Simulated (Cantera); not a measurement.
An adiabatic, constant-pressure homogeneous reactor starts with CH4 : C2H6 : C3H8 : O2 : N2 = 1 : 0.057 : 0.12 : 1.9 : 12.7 (molar parts), equivalence ratio 1.5, at 1525 K and 4.10 bar.

Computed with Cantera and GRI-Mech 3.0 (53 species, 325 reactions).

x: mole fraction; the columns are a selection and need not sum to one.

```csv
t (s),T (K),x CH4,x C2H6,x C3H8,x CO,x CH2,x HCO,x H2O2
6.00e-6,1522,0.0631,0.00357,0.00717,7.11e-6,(withheld),3.14e-8,2.34e-6
2.23e-5,1525,0.0616,0.00386,0.00570,0.000248,(withheld),3.66e-7,3.41e-6
8.28e-5,1664,0.0419,0.00225,0.000323,0.0146,(withheld),1.37e-5,1.49e-5
0.000307,2503,1.79e-12,<1e-12,<1e-12,0.0622,<1e-12,1.16e-7,1.72e-8
0.00114,2509,2.46e-12,<1e-12,<1e-12,0.0622,<1e-12,9.75e-8,1.25e-8
0.00424,2508,2.50e-12,<1e-12,<1e-12,0.0623,<1e-12,9.74e-8,1.24e-8
0.0158,2507,2.53e-12,<1e-12,<1e-12,0.0623,<1e-12,9.74e-8,1.23e-8
0.0585,2507,2.53e-12,<1e-12,<1e-12,0.0623,<1e-12,9.74e-8,1.23e-8
0.217,2507,2.53e-12,<1e-12,<1e-12,0.0623,<1e-12,9.74e-8,1.23e-8
0.808,2507,2.53e-12,<1e-12,<1e-12,0.0623,<1e-12,9.74e-8,1.23e-8
3.00,2507,2.53e-12,<1e-12,<1e-12,0.0623,<1e-12,9.74e-8,1.23e-8
```

Q: Fill in the missing entries.

A: 
- 6.00e-6, x CH2: 4.03e-8
- 2.23e-5, x CH2: 9.30e-8
- 8.28e-5, x CH2: 2.75e-6
